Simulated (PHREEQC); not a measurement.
Solution (25 °C): 0.0012 mol/kgw CuSO4, 0.0015 mol/kgw CuCl2, 0.0055 mol/kgw HCl and 0.00012 mol/kgw Na2SO4. Closed to the air; pH follows from the charge balance.

Computed with PHREEQC (ion-association model, phreeqc.dat).

```json
[
 {"quantity": "pH", "before": "2.33", "after": "2.30"},
 {"quantity": "ionic strength (mol/kgw)", "before": "0.0138", "after": "0.0102"},
 {"quantity": "Cu+2 (mol/kgw)", "before": "0.00249", "after": "0.00147"},
 {"quantity": "SO4-2 (mol/kgw)", "before": "0.000864", "after": "8.04e-5"},
 {"quantity": "HSO4- (mol/kgw)", "before": "0.000280", "after": "2.88e-5"},
 {"quantity": "CuSO4 (mol/kgw)", "before": "0.000176", "after": "1.08e-5"},
 {"quantity": "SI of Halite (NaCl)", "before": "-7.37", "after": "-7.35"}
]
```

### Question
What was changed between the two runs?
A) Na2SO4 from 0.00012 to 0.000108 mol/kgw
B) diluted 10-fold with water
C) CuCl2 from 0.0015 to 0.0003 mol/kgw
D) CuSO4 left out

### Answer
D, CuSO4 left out

Precipitation was switched off in this run.
